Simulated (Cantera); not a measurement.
Cantera with NASA thermochemical tables; ideal gases at 1 bar, condensed phases pure. Values are per mole of reaction as written; species without (g) are pure solids or liquids, kept so even where they would boil at 1 bar.

2 O2(g) + 2 K + S ⇌ K2SO4

```csv
T (K),ΔH° (kJ),ΔS° (J/K),ΔG° (kJ),log10 K
450,-1445.7,-418.8,-1257.3,145.94
500,-1446.1,-419.6,-1236.3,129.15
550,-1446.1,-419.6,-1215.3,115.42
600,-1445.7,-418.9,-1194.4,103.98
650,___,___,___,___
700,-1443.5,-415.6,-1152.6,86.01
750,-1441.9,-413.3,-1131.9,78.83
800,-1439.9,-410.8,-1111.3,72.56
850,-1437.7,-408.1,-1090.8,67.03
900,___,___,___,___
950,-1426.7,-395.4,-1051.1,57.79
```

Task: What belongs in the gaps?

Result: 
- 650, ΔH° (kJ): -1444.8
- 650, ΔS° (J/K): -417.5
- 650, ΔG° (kJ): -1173.5
- 650, log10 K: 94.30
- 900, ΔH° (kJ): -1428.0
- 900, ΔS° (J/K): -396.7
- 900, ΔG° (kJ): -1070.9
- 900, log10 K: 62.15
